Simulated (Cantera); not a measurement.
Cantera with NASA thermochemical tables; ideal gases at 1 bar, condensed phases pure. Values are per mole of reaction as written; species without (g) are pure solids or liquids, kept so even where they would boil at 1 bar. TiC: taken at fixed stoichiometry.

2 TiC + 4 CH2Cl2(g) → 3 C + C3H8(g) + 2 TiCl4

| T (K) | ΔH° (kJ) | ΔS° (J/K) | ΔG° (kJ) | log10 K |
|---|---|---|---|---|
| 300 | -963.0 | -337.1 | -861.9 | 150.07 |
| 398 | [?] | [?] | [?] | [?] |
| 423 | -949.8 | -300.0 | -822.9 | 101.62 |
| 448 | -947.4 | -294.4 | -815.5 | 95.08 |
| 473 | -945.0 | -289.1 | -808.2 | 89.25 |
| 498 | [?] | [?] | [?] | [?] |
| 523 | [?] | [?] | [?] | [?] |
| 548 | -938.0 | -275.4 | -787.0 | 75.02 |

### Question
Fill in the missing entries.

### Answer

- 398, ΔH° (kJ): -952.3
- 398, ΔS° (J/K): -306.1
- 398, ΔG° (kJ): -830.5
- 398, log10 K: 109.00
- 498, ΔH° (kJ): -942.6
- 498, ΔS° (J/K): -284.3
- 498, ΔG° (kJ): -801.0
- 498, log10 K: 84.02
- 523, ΔH° (kJ): -940.3
- 523, ΔS° (J/K): -279.7
- 523, ΔG° (kJ): -794.0
- 523, log10 K: 79.30
